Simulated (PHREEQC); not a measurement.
A solution holds 0.014 mol/kgw Cu(NO3)2, 0.059 mol/kgw HBF4 and 0.094 mol/kgw NaCl, at 66 °C. Closed to the air; pH follows from the charge balance.

Equilibrium calculation in PHREEQC: ion-association model, wateq4f.dat.

This is a speciation only: nothing precipitates in the calculation.

Q: Estimate the pH, activity of water.

A: pH 1.37; activity of water 0.994.

Q: In which forms is Cu present?

A: Cu+2 69 %, CuCl+ 30 %, CuCl2 1.0 % of the Cu.

At this temperature some constants are extrapolated from 25 °C, and those without enthalpy data are left unchanged. Real BF4- forms and hydrolyses slowly; the run takes it at equilibrium.
